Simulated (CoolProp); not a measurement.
Octamethylcyclotetrasiloxane (D4) at several states: Z from the reference equation and from simpler models built on Tc = 313.4 °C, pc = 1347 kPa, ω = 0.598; each cubic takes its own stable root.

The numbers come from the reference Helmholtz-energy equation of state, Thol 2015 in CoolProp.

| T (°C) | p (kPa) | phase | reference |
|---|---|---|---|
| 153.15 | 1200 | liquid | 0.1254 |
| 273.35 | 1060 | liquid | 0.1153 |
| 80.25 | 921 | liquid | 0.1046 |
| 30.25 | 7890 | liquid | 0.9705 |

How far does each simpler model (van der Waals, Redlich-Kwong, Peng-Robinson) lie from the reference over these 4 states: mean and median of the absolute difference, and the worst?


- van der Waals: mean 72.0 %, median 71.9 %, worst +75.1 % at 273.35 °C and 1060 kPa
- Redlich-Kwong: mean 21.5 %, median 19.0 %, worst +30.7 % at 273.35 °C and 1060 kPa
- Peng-Robinson: mean 2.3 %, median 2.1 %, worst +4.3 % at 273.35 °C and 1060 kPa
